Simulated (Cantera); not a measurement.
Feed: 1 mol Si₃N₄, 0.0055 mol O₂, 230 mol H₂.

Equilibrium computed with Cantera from the NASA thermochemical tables; the gas is ideal and each condensed phase is pure. Candidate condensed phases: H₂O, Si, SiO₂, Si₂N₂O, Si₃N₄; 35 gas species. Mutual solubility and eutectic melting of coexisting phases are not modelled. Rates play no part.

Stable condensed phases, one row left out:

```
T in K \ P in Pa
            0.10    0.75     5.6      42     320    2400   18000  130000 1000000
   1648        A       A       B       B       B       B       C       D       D
   1598        A       A       B       B       B       B       D       D       D
   1548        A       B       B       B       B       C       D       D       E
   1498        B       B       B       B       B       D       D       D       E
   1448        B       B       B       B       C       D       D       E       E
   1348        B       B       B       D       D       D       E       E       E
   1298        B       B       C       D       D       D       E       E       E
   1248        B       B       D       D       D       E       E       E       E
   1198        B       D       D       D       E       E       E       E       E
```

A: gas only; B: Si; C: Si + Si₃N₄; D: Si + Si₂N₂O + Si₃N₄; E: Si₂N₂O + Si₃N₄.

**Question.** Give the row for 1398 K.

**Answer.** 0.10: Si; 0.75: Si; 5.6: Si; 42: Si; 320: Si + Si₂N₂O + Si₃N₄; 2400: Si + Si₂N₂O + Si₃N₄; 18000: Si + Si₂N₂O + Si₃N₄; 130000: Si₂N₂O + Si₃N₄; 1000000: Si₂N₂O + Si₃N₄.
